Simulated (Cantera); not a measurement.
Cantera run:

```python
import numpy as np
import cantera as ct

gas_names = [...]  # 92 gases of nasa_gas.yaml made of C, H, N
cond_names = """
    C(gr) C6H6(L) C7H8(L) C8H18(L),n-octa
""".split()


# ... load() reads the species with a 1 bar reference pressure and builds the phases ...
atoms = {
    'C6H6': {'C': 6, 'H': 6},
    'H2': {'H': 2},
    'N2': {'N': 2},
}
top_T = {'C(gr)': 4500}  # K; cautious upper limits of use, not melting points


# ... equilibrate(T, P, feed) seeds the gas with the atoms and calls Mixture.equilibrate('TP', solver="vcs", rtol=1e-11, max_steps=5000) ...
results = []
feed = {'C6H6': 1, 'H2': 0.6, 'N2': 4.6}  # mol
T = 1050  # K
P = 23000  # Pa
mix = equilibrate(T, P, feed)
results.append((T, P, feed, dict(zip(mix.species_names, mix.species_moles))))
x = sorted(zip(gas.X, gas.species_names), reverse=True)
print(f"T = {T:g} K  P = {P:g} Pa  gas = {mix.phase_moles(0):.4g} mol")
print("   x: " + "  ".join(f"{s} {v:.3e}" for v, s in x if v > 0.0001))
print("   condensed (mol): " + ("  ".join(f"{mix.phase(i).name} {mix.phase_moles(i):.4g}"
      for i in range(1, mix.n_phases) if mix.phase_moles(i) > 1e-12) or "none"))
```

It prints:

```
T = 1050 K  P = 23000 Pa  gas = 8.179 mol
   x: N2 5.624e-01  H2 4.351e-01  CH4 2.493e-03
   condensed (mol): C(gr) 5.98
```

Cantera equilibrium calculation (NASA polynomials, part measured and part estimated; ideal gas, pure solids and liquids).
